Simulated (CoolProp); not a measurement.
Properties of sulfur dioxide along the isobar 3300 kPa (Tc = 157.5 °C, pc = 7887 kPa, ω = 0.256).

Model: reference Helmholtz-energy equation of state, Gao 2016, in CoolProp.

| T (°C) | phase | speed of sound (m/s) | isothermal compressibility (1/MPa) |
|---|---|---|---|
| 74.15 | liquid | 669.8 | 0.003422 |
| 99.55 | liquid | 531.9 | 0.006534 |
| 124.95 | gas | 216.1 | 0.4227 |
| 150.25 | gas | 232.4 | 0.3787 |
| 175.65 | gas | 245.6 | 0.3565 |
| 201.05 | gas | 256.9 | 0.3431 |
| 226.45 | gas | 267.1 | 0.3341 |
| 251.85 | gas | 276.4 | 0.3276 |
